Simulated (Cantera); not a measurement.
A Cantera script and what it prints.

```python
import numpy as np
import cantera as ct

gas_names = """
    C CO COS CO2 CS CS2 C2 C2O C3 C3O2 C4 C5 K KO K2 K2SO4 O O2 O3 S SO SO2 SO3 S2 S2O S8
""".split()
cond_names = """
    C(gr) K(cr) K(L) KO2(s) K2CO3(s) K2CO3(L) K2O(s) K2O2(s) K2S(1) K2S(2) K2S(3) K2S(L) K2SO4(a)
    K2SO4(b) K2SO4(L) S(cr1) S(cr2) S(L)
""".split()


# ... load() reads the species with a 1 bar reference pressure and builds the phases ...
atoms = {
    'K2SO4': {'K': 2, 'S': 1, 'O': 4},
    'CO2': {'C': 1, 'O': 2},
}
top_T = {'C(gr)': 4500, 'KO2(s)': 780, 'K2O(s)': 1000, 'K2O2(s)': 760}  # K; cautious upper limits of use, not melting points


# ... equilibrate(T, P, feed) seeds the gas with the atoms and calls Mixture.equilibrate('TP', solver="vcs", rtol=1e-11, max_steps=5000) ...
results = []
feed = {'K2SO4': 1, 'CO2': 0.16}  # mol
P = 47  # Pa
for T in [1250, 1350, 1450, 1550, 1650, 1750, 1850, 1950, 2050, 2150]:
    mix = equilibrate(T, P, feed)
    results.append((T, P, feed, dict(zip(mix.species_names, mix.species_moles))))

top = {s: max(r[3][s] / sum(r[3][g] for g in gas_names) for r in results) for s in gas_names}
cols = sorted((s for s in top if top[s] > 1e-06), key=lambda s: -top[s])[:9]
seen = [c for c in cond_names if any(r[3].get(c, 0) > 1e-12 for r in results)]
print("log10 of partial pressures in bar; condensed amounts in mol")
print(f"{'T/K':>10s}" + "".join(f"{s[:9]:>10s}" for s in cols + seen))
for T, P, feed, n in results:
    ng = sum(n[g] for g in gas_names)
    print(f"{T:10.4g}" + "".join(f"{np.log10(max(n[s] / ng * P / 1e5, 1e-99)):10.3f}" for s in cols)
          + "".join(f"{n.get(c, 0):10.4g}" for c in seen))
```

It prints:

```
log10 of partial pressures in bar; condensed amounts in mol
       T/K       CO2         K     K2SO4       SO2        O2         O        SO        CO        KO  K2SO4(b)  K2SO4(L)
      1250    -3.331    -6.238    -5.700    -6.539    -6.506   -10.413   -11.844    -7.346   -10.021    0.9992         0
      1350    -3.353    -5.265    -4.805    -5.566    -5.558    -9.153   -10.410    -6.971    -8.628         0    0.9934
      1450    -3.487    -4.456    -4.133    -4.757    -4.755    -8.075    -9.196    -6.756    -7.465         0    0.9553
      1550    -4.466    -3.831    -3.854    -4.131    -4.132    -7.172    -8.180    -7.396    -6.568         0         0
      1650    -4.723    -3.655    -5.103    -3.956    -3.957    -6.565    -7.476    -7.168    -6.342         0         0
      1750    -4.748    -3.647    -6.794    -3.948    -3.949    -6.101    -6.927    -6.691    -6.362         0         0
      1850    -4.758    -3.648    -8.333    -3.950    -3.951    -5.690    -6.441    -6.250    -6.392         0         0
      1950    -4.780    -3.650    -9.719    -3.954    -3.956    -5.323    -6.006    -5.867    -6.422         0         0
      2050    -4.826    -3.654   -10.982    -3.964    -3.964    -4.994    -5.618    -5.545    -6.453         0         0
      2150    -4.908    -3.661   -12.153    -3.983    -3.981    -4.699    -5.272    -5.290    -6.490         0         0
```

Cantera equilibrium calculation (NASA polynomials, part measured and part estimated; ideal gas, pure solids and liquids).
